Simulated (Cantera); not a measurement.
Charge: 1 mol MgCl2, 12 mol H2, 0.11 mol N2, held at 1398.15 K and 1.00 Torr.

Method: chemical equilibrium by Gibbs-energy minimisation in Cantera with the NASA 1993 tables (ideal gas, pure condensed phases). The numbers say what is thermodynamically allowed, not how fast it happens.

```csv
species,before,after
H2,0.903,0.898
MgCl2,0.0691,0.0720
HCl,0.0131,0.0183
Mg,0.00646,0.00342
MgCl,0.000194,0.000144
H,0.000123,0.000123
N2,0.00834,0.00831
```
Gas species are given as mole fractions.

Problem. What was changed between the two runs?
A. pressure from 1.00 Torr to 0.240 Torr
B. temperature from 1398.15 K to 1673 K
C. 0.075 mol Cl2 added
D. temperature from 1398.15 K to 698 K

Solution. C, 0.075 mol Cl2 added
